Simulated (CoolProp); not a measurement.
Vapour-liquid equilibrium of CHF3 (R23) (1) + sulfur hexafluoride (2) at 233.4 K; x and y are mole fractions of (1).

The numbers come from the multi-fluid Helmholtz-energy mixture model, Penoncello 2003 and Guder 2009; pair parameters Bell 2016 in CoolProp.

### Question
Give the bubble pressure and the first vapour's composition at x = 0.35, 0.45, 0.75. Is there an azeotrope?

### Answer
x = 0.35: 0.6620 MPa, y = 0.572; x = 0.45: 0.6936 MPa, y = 0.620; x = 0.75: 0.7428 MPa, y = 0.767. y crosses x between x = 0.75 and 0.85: the model has an azeotrope there.

Pair parameters are fitted to limited data, so mixtures are less certain than the pure fluids.
